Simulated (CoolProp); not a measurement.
Vapour-liquid equilibrium of R134a (1) + R123 (2) at -12.35 °C; x and y are mole fractions of (1).

Values from CoolProp's multi-fluid Helmholtz-energy mixture model, Tillner-Roth 1994 and Younglove 1994; pair parameters Bell 2016.

| x | bubble pressure, mixture model (MPa) | bubble pressure, Raoult's law (MPa) | y, mixture model | y, Raoult's law |
|---|---|---|---|---|
| 0.05 | 0.02966 | 0.02622 | 0.419 | 0.348 |
| 0.15 | [?] | 0.04268 | 0.697 | 0.642 |
| 0.25 | [?] | 0.05915 | 0.803 | 0.772 |
| 0.35 | 0.09043 | 0.07562 | 0.859 | 0.845 |
| 0.45 | 0.1066 | 0.09208 | 0.894 | 0.893 |
| 0.55 | 0.1212 | 0.1086 | 0.919 | 0.925 |
| 0.65 | [?] | 0.1250 | 0.939 | 0.950 |
| 0.75 | 0.1477 | 0.1415 | 0.956 | 0.968 |
| 0.85 | 0.1609 | 0.1580 | 0.973 | 0.983 |
| 0.95 | 0.1750 | 0.1744 | 0.990 | 0.995 |

Q: Fill in the missing entries.

A: 
- 0.15, bubble pressure, mixture model (MPa): 0.05190
- 0.25, bubble pressure, mixture model (MPa): 0.07223
- 0.65, bubble pressure, mixture model (MPa): 0.1347

The largest gap from Raoult's law is +22.1 % in bubble pressure, at x = 0.25. No azeotrope shows between x = 0.05 and 0.95.

Pair parameters are fitted to limited data, so mixtures are less certain than the pure fluids.
